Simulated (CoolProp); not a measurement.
A single-stage vapour-compression cycle with n-perfluorobutane: evaporating at 238.15 K (dew point), condensing at 304.15 K (bubble point), superheat 2 K, subcooling 8 K, compressor efficiency 0.6, no pressure losses. Each further row changes one setting.

The numbers come from the reference Helmholtz-energy equation of state, Gao 2022 in CoolProp.

```
case                              cooling COP  pressure ratio  discharge temperature (K)  refrigerating effect (kJ/kg)  volumetric capacity (kJ/m³)
--------------------------------  -----------  --------------  -------------------------  ----------------------------  ---------------------------
as stated                                 [?]            15.1                      304.1                          45.6                          118
evaporating temperature 243.15 K          [?]            11.5                      304.1                          49.5                          165
condensing temperature 299.15 K           [?]             [?]                      299.2                          51.3                          133
subcooling 13 K                           [?]            15.1                      304.1                          51.3                          133
superheat 12 K                            [?]            15.1                      304.1                          53.6                          133
compressor efficiency 0.5                 [?]            15.1                      304.1                          45.6                          118
```

Complete the blanks.


- as stated, cooling COP: 1.28
- evaporating temperature 243.15 K, cooling COP: 1.52
- condensing temperature 299.15 K, cooling COP: 1.51
- condensing temperature 299.15 K, pressure ratio: 12.9
- subcooling 13 K, cooling COP: 1.44
- superheat 12 K, cooling COP: 1.38
- compressor efficiency 0.5, cooling COP: 1.07

The compression ends wet for: as stated; evaporating temperature 243.15 K; condensing temperature 299.15 K; subcooling 13 K; superheat 12 K; compressor efficiency 0.5.
